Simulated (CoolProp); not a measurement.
Vapour-liquid equilibrium of R142b (1) + R113 (2) at 301.7 K; x and y are mole fractions of (1).

Values from CoolProp's multi-fluid Helmholtz-energy mixture model, Lemmon 2006 and Marx 1992; pair parameters Bell 2016.

Task: Give the bubble pressure and the first vapour's composition at x = 0.35, 0.725, 0.95. Is there an azeotrope?

Result: x = 0.35: 0.1829 MPa, y = 0.798; x = 0.725: 0.2939 MPa, y = 0.934; x = 0.95: 0.3603 MPa, y = 0.988. No azeotrope shows between x = 0.05 and 0.95.

The pair parameters rest on a limited set of measurements; away from them the model extrapolates.
